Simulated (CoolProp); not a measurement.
Aqueous lithium chloride as a coolant, at -18 °C, 1 atm.

Computed with CoolProp (Melinder's fits for secondary coolants).

| mass % | freezing point (°C) | density (kg/m³) | cp (kJ/(kg K)) | Prandtl number | conductivity (W/(m K)) |
|---|---|---|---|---|---|
| 13.9 | -20.7 | 1085 | 3.360 | 36.4 | 0.509 |
| 15.8 | -26.5 | 1097 | 3.248 | 38.0 | 0.506 |
| 17.8 | -34.1 | 1110 | 3.137 | 39.8 | 0.503 |
| 19.8 | -42.9 | 1122 | 3.039 | 41.9 | 0.500 |
| 21.8 | -52.6 | 1136 | 2.958 | 44.7 | 0.497 |
